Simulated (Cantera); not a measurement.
A freely propagating, adiabatic, planar premixed flame of H₂ : O₂ : N₂ = 1 : 0.625 : 2.35 (molar parts), equivalence ratio 0.80, unburnt at 450 K and 730000 Pa; mixture-averaged transport, grid criteria slope 0.08 and curve 0.16, no radiation.

Cantera simulation using the H2/O2 subset of GRI-Mech 3.0, which has no nitrogen chemistry; the numbers are that mechanism's predictions, not measurements. The hydrogen kinetics of GRI-Mech 3.0 are dated; newer H2 mechanisms differ, most at raised pressure. Burning velocities carry a grid error of a few per cent, more on coarse grids.

x: mole fraction of selected species; z is measured from the peak of heat release.

| z (mm) | T (K) | u (m/s) | x H₂ | x O₂ | x H₂O₂ | x OH | x O | x HO₂ |
|---|---|---|---|---|---|---|---|---|
| -0.113 | 450 | 2.09 | 0.251 | 0.157 | <1e-8 | <1e-8 | <1e-8 | 1.73e-8 |
| -0.0753 | 451 | 2.09 | 0.249 | 0.158 | (withheld) | <1e-8 | <1e-8 | 2.10e-7 |
| -0.0565 | 452 | 2.08 | 0.245 | 0.159 | (withheld) | <1e-8 | 1.19e-8 | 1.14e-6 |
| -0.0377 | 463 | 2.10 | 0.232 | 0.161 | (withheld) | <1e-8 | 1.25e-7 | 1.59e-5 |
| -0.0188 | 617 | 2.67 | 0.182 | 0.164 | (withheld) | 2.38e-5 | 9.13e-6 | 0.000611 |
| -0.00942 | 970 | 4.06 | 0.132 | 0.148 | (withheld) | 0.000664 | 0.000251 | 0.00105 |
| 0 | 1397 | 5.77 | 0.0785 | 0.112 | (withheld) | 0.00260 | 0.00185 | 0.000549 |
| 0.00942 | 1692 | 6.96 | 0.0406 | 0.0775 | (withheld) | 0.00639 | 0.00392 | 0.000276 |
| 0.0188 | 1863 | 7.65 | 0.0226 | 0.0585 | (withheld) | 0.00972 | 0.00472 | 0.000152 |
| 0.0377 | 2030 | 8.30 | 0.0118 | 0.0468 | (withheld) | 0.0116 | 0.00392 | 7.10e-5 |
| 0.0753 | 2152 | 8.76 | 0.00631 | 0.0427 | (withheld) | 0.00987 | 0.00209 | 3.06e-5 |
| 0.151 | 2219 | 9.00 | 0.00283 | 0.0414 | (withheld) | 0.00703 | 0.000905 | 1.31e-5 |
| 0.301 | 2247 | 9.10 | 0.00126 | 0.0412 | (withheld) | 0.00498 | 0.000420 | 7.12e-6 |

**Question.** Complete the blanks.

**Answer.** 
- -0.0753, x H₂O₂: 5.40e-8
- -0.0565, x H₂O₂: 2.96e-7
- -0.0377, x H₂O₂: 4.12e-6
- -0.0188, x H₂O₂: 0.000106
- -0.00942, x H₂O₂: 0.000186
- 0, x H₂O₂: 4.37e-5
- 0.00942, x H₂O₂: 6.08e-6
- 0.0188, x H₂O₂: 3.80e-6
- 0.0377, x H₂O₂: 2.39e-6
- 0.0753, x H₂O₂: 1.49e-6
- 0.151, x H₂O₂: 9.43e-7
- 0.301, x H₂O₂: 6.72e-7
